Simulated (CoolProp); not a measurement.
n-octane at 593.52 K and 7.4 MPa is throttled through a valve to 4.13 MPa with no heat exchange. Each further row changes one setting.

Computed with CoolProp (reference Helmholtz-energy equation of state, Beckmüller 2019).

| case | temperature change (K) | final phase | final density (kg/m³) |
|---|---|---|---|
| as stated | … | supercritical | … |
| outlet pressure 1.24 MPa | … | gas | … |
| outlet pressure 5.37 MPa | … | supercritical | 380 |

Problem. What belongs in the gaps?

Solution. 
- as stated, temperature change (K): -5.3
- as stated, final density (kg/m³): 348
- outlet pressure 1.24 MPa, temperature change (K): -55.7
- outlet pressure 1.24 MPa, final density (kg/m³): 43.6
- outlet pressure 5.37 MPa, temperature change (K): -2.4
